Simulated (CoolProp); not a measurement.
Vapour-liquid equilibrium of propane (1) + n-pentane (2) at 0.163 MPa; x and y are mole fractions of (1).

Values from CoolProp's multi-fluid Helmholtz-energy mixture model, Lemmon 2009 and Thol 2019; pair parameters Kunz 2012.

| x | bubble temperature (°C) | y at the bubble point | dew temperature at overall composition x (°C) | liquid density (mol/L) |
|---|---|---|---|---|
| 0.05 | 36.2 | 0.390 | 49.1 | 8.518 |
| 0.2 | 8.6 | 0.811 | 43.9 | 9.209 |
| 0.35 | -5.6 | 0.915 | 38.0 | 9.835 |
| 0.5 | -14.4 | 0.955 | 30.9 | 10.49 |
| 0.65 | -20.6 | 0.976 | 22.0 | 11.19 |
| 0.8 | -25.4 | 0.989 | 9.8 | 11.93 |
| 0.95 | -29.5 | 0.997 | -13.0 | 12.65 |

No azeotrope shows between x = 0.05 and 0.95.

The pair parameters rest on a limited set of measurements; away from them the model extrapolates.
